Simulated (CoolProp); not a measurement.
Properties of water along the isotherm 726.85 °C.

The numbers come from the reference Helmholtz-energy equation of state, Wagner 2002 in CoolProp.

```json
[
 {"p (kPa)": "8330", "phase": "gas", "viscosity (µPa s)": "38.0", "fugacity coefficient": "0.9789"},
 {"p (kPa)": "16700", "phase": "gas", "viscosity (µPa s)": "38.6", "fugacity coefficient": "…"},
 {"p (kPa)": "25000", "phase": "supercritical", "viscosity (µPa s)": "…", "fugacity coefficient": "0.9377"},
 {"p (kPa)": "33300", "phase": "supercritical", "viscosity (µPa s)": "40.1", "fugacity coefficient": "0.9179"},
 {"p (kPa)": "41700", "phase": "supercritical", "viscosity (µPa s)": "41.1", "fugacity coefficient": "0.8986"},
 {"p (kPa)": "50000", "phase": "supercritical", "viscosity (µPa s)": "42.2", "fugacity coefficient": "…"},
 {"p (kPa)": "58300", "phase": "supercritical", "viscosity (µPa s)": "43.4", "fugacity coefficient": "0.8628"},
 {"p (kPa)": "66700", "phase": "supercritical", "viscosity (µPa s)": "44.7", "fugacity coefficient": "0.8460"},
 {"p (kPa)": "75000", "phase": "supercritical", "viscosity (µPa s)": "46.1", "fugacity coefficient": "0.8304"},
 {"p (kPa)": "83300", "phase": "supercritical", "viscosity (µPa s)": "47.5", "fugacity coefficient": "0.8158"},
 {"p (kPa)": "91700", "phase": "supercritical", "viscosity (µPa s)": "49.0", "fugacity coefficient": "0.8021"},
 {"p (kPa)": "100000", "phase": "supercritical", "viscosity (µPa s)": "50.5", "fugacity coefficient": "0.7896"}
]
```

### Question
Fill in the missing entries.

### Answer

- 16700, fugacity coefficient: 0.9580
- 25000, viscosity (µPa s): 39.3
- 50000, fugacity coefficient: 0.8803

Viscosity comes from a separate model (Huber 2009).
